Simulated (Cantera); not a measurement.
A Cantera script and what it prints.

```python
import numpy as np
import cantera as ct

gas_names = """
    CL CL2 H HCL H2 Si SiCL SiCL2 SiCL3 SiCL4 SiH SiHCL3 SiH2 SiH2CL2 SiH3 SiH3CL SiH4 Si2 Si3
""".split()
cond_names = """
    Si(cr) Si(L)
""".split()


def load(file, names, dense=False):
    # The tables refer to 1 bar. Condensed volumes are neglected.
    table = {s.name: s for s in ct.Species.list_from_file(file)}
    out = []
    for n in names:
        d = dict(table[n].input_data)
        d["thermo"] = dict(d["thermo"], **{"reference-pressure": 1e5})
        if dense:
            d["equation-of-state"] = {"model": "constant-volume", "density": "1e6 g/cm^3"}
        out.append(ct.Species.from_dict(d))
    return out


gas = ct.Solution(thermo="ideal-gas", species=load("nasa_gas.yaml", gas_names))
cond = {s.name: ct.Solution(thermo="fixed-stoichiometry", species=[s], name=s.name)
        for s in load("nasa_condensed.yaml", cond_names, dense=True)}
atoms = {
    'SiH4': {'Si': 1, 'H': 4},
    'HCl': {'H': 1, 'CL': 1},
    'H2': {'H': 2},
}
top_T = {}  # K; cautious upper limits of use, not melting points


def equilibrate(T, P, feed):
    n = {}
    for name, mol in feed.items():
        for a, k in atoms[name].items():
            n[a] = n.get(a, 0.0) + k * mol
    gas.TPX = T, P, n
    mass = sum(n.values()) * gas.mean_molecular_weight
    gas.equilibrate("TP")
    valid = [c for c in cond.values() if c.min_temp <= T <= top_T.get(c.name, c.max_temp)]
    mix = ct.Mixture([(gas, mass / gas.mean_molecular_weight)] + [(c, 0.0) for c in valid])
    mix.T, mix.P = T, P
    mix.equilibrate("TP", solver="vcs", rtol=1e-11, max_steps=5000)
    return mix


results = []
feed = {'SiH4': 1, 'HCl': 0.095, 'H2': 37}  # mol
T = 1273.15  # K
P = 100000  # Pa
mix = equilibrate(T, P, feed)
results.append((T, P, feed, dict(zip(mix.species_names, mix.species_moles))))
print(gas.report(threshold=0.0001))
for i in range(1, mix.n_phases):
    print(f"{mix.phase(i).name:16s} {mix.phase_moles(i):12.5e} mol")
```

Output:

```
       temperature   1273.2 K
          pressure   1e+05 Pa
           density   0.019842 kg/m^3
  mean mol. weight   2.1004 kg/kmol
   phase of matter   gas

                          1 kg             1 kmol
                     ---------------   ---------------
          enthalpy        1.3748e+07        2.8877e+07  J
   internal energy        8.7083e+06        1.8291e+07  J
           entropy             82817        1.7395e+05  J/K
    Gibbs function       -9.1691e+07       -1.9259e+08  J
 heat capacity c_p             14957             31417  J/K
 heat capacity c_v             10999             23102  J/K

                      mass frac. Y      mole frac. X     chem. pot. / RT
                     ---------------   ---------------   ---------------
               HCL          0.041346          0.002382           -39.685
                H2            0.9575           0.99759           -18.141
     [  +17 minor]         0.0011526        2.5581e-05

Si(cr)            9.99028e-01 mol
```

These are equilibrium values from Cantera (NASA tables, ideal gas, pure condensed phases), not measurements of a reactor.
